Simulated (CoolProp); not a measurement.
A simple Rankine cycle with water: condensing at 308.15 K, boiler at 0.424 MPa, turbine inlet 423.9 K, turbine efficiency 0.85, pump efficiency 0.6, no recuperator. Each further row changes one setting.

Values from CoolProp's reference Helmholtz-energy equation of state, Wagner 2002.

| case | thermal efficiency (%) | net work (kJ/kg) | heat in (kJ/kg) | turbine exit temperature (K) | volume ratio over the turbine |
|---|---|---|---|---|---|
| as stated | 20.7 | 538 | 2610 | 308.1 | ___ |
| turbine inlet 443.9 K | 20.7 | 549 | 2650 | 308.1 | 46.7 |
| condensing temperature 300.15 K | 22.1 | 582 | ___ | 300.2 | 73.6 |
| boiler pressure 0.297 MPa | 19.1 | 499 | 2620 | 308.1 | ___ |
| turbine efficiency 0.75 | ___ | 475 | 2610 | 308.1 | ___ |

**Question.** Fill in the missing entries.

**Answer.** 
- as stated, volume ratio over the turbine: 48.5
- condensing temperature 300.15 K, heat in (kJ/kg): 2640
- boiler pressure 0.297 MPa, volume ratio over the turbine: 34.4
- turbine efficiency 0.75, thermal efficiency (%): 18.2
- turbine efficiency 0.75, volume ratio over the turbine: 50.0

The expansion ends wet for: as stated; turbine inlet 443.9 K; condensing temperature 300.15 K; boiler pressure 0.297 MPa; turbine efficiency 0.75.
